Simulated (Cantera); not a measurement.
A closed system holds: 1 mol Al, 22 mol N₂O, 6.1 mol H₂, held at 1698.15 K and 26.0 mbar.

Method: chemical equilibrium by Gibbs-energy minimisation in Cantera with the NASA 1993 tables (ideal gas, pure condensed phases). Candidate condensed phases: Al, AlN, Al₂O₃, H₂O; 35 gas species. Rates play no part.

Base state: N₂ 0.622, O₂ 0.202, H₂O 0.172, NO 0.00251, OH 0.00116, O 0.000122, H₂ 4.68e-5 (mole fractions); condensed: Al₂O₃(s).

### Question
What changes in the equilibrium state with this change: H₂ from 6.1 to 28 mol?

### Answer
| species | before | after |
|---|---|---|
| N₂ | 0.622 | 0.440 |
| H₂O | 0.172 | 0.410 |
| H₂ | 4.68e-5 | 0.150 |
| O₂ | 0.202 | 1.12e-7 |
| NO | 0.00251 | 1.57e-6 |
| O | 0.000122 | 9.09e-8 |
| H | 6.14e-6 | 0.000348 |
| Al₂O₃(s), mol | 0.500 | 0.500 |
Gases not in the tables: Al(OH)₃.
